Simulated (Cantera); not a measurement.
A Cantera script and its output.

```python
import numpy as np
import cantera as ct

gas = ct.Solution("gri30.yaml", transport_model="multicomponent")
show = ['H', 'NO', 'H2']

rows = []
print(f"{'T/K':>7s}{'rho':>11s}{'cp':>10s}{'mu':>11s}{'lambda':>11s}{'Pr':>7s}" + "".join(f"{'D_' + s:>11s}" for s in show))
for T in [400, 650, 900, 1150, 1400, 1650, 1900]:
    gas.TPX = T, 15, {'NO': 0.33}
    Pr = gas.cp_mass * gas.viscosity / gas.thermal_conductivity
    D = [gas.mix_diff_coeffs_mole[gas.species_index(s)] for s in show]
    rows.append([gas.density, gas.cp_mass, gas.viscosity, gas.thermal_conductivity, Pr, *D])
    print(f"{T:7g}{gas.density:11.4e}{gas.cp_mass:10.1f}{gas.viscosity:11.4e}"
          f"{gas.thermal_conductivity:11.4e}{Pr:7.3f}" + "".join(f"{d:11.4e}" for d in D))
print("SI units: kg/m3, J/kg/K, Pa s, W/m/K, m2/s")
```

Result:

```
    T/K        rho        cp         mu     lambda     Pr        D_H       D_NO       D_H2
    400 1.3533e-04     998.6 2.3120e-05 3.2481e-02  0.711 1.3720e+00 4.5065e+01 8.5511e-01
    650 8.3282e-05    1054.2 3.2312e-05 4.8111e-02  0.708 3.1658e+00 1.0564e+02 1.9278e+00
    900 6.0148e-05    1113.9 4.0086e-05 6.3114e-02  0.707 5.4828e+00 1.8421e+02 3.3111e+00
   1150 4.7073e-05    1153.1 4.7043e-05 7.6724e-02  0.707 8.2626e+00 2.7857e+02 4.9712e+00
   1400 3.8667e-05    1181.0 5.3449e-05 8.9329e-02  0.707 1.1466e+01 3.8732e+02 6.8857e+00
   1650 3.2808e-05    1202.5 5.9446e-05 1.0120e-01  0.706 1.5065e+01 5.0949e+02 9.0378e+00
   1900 2.8491e-05    1218.7 6.5123e-05 1.1241e-01  0.706 1.9038e+01 6.4432e+02 1.1414e+01
SI units: kg/m3, J/kg/K, Pa s, W/m/K, m2/s
```

Computed with Cantera and GRI-Mech 3.0 (53 species, 325 reactions). The composition is frozen, though it would react at the higher temperatures.
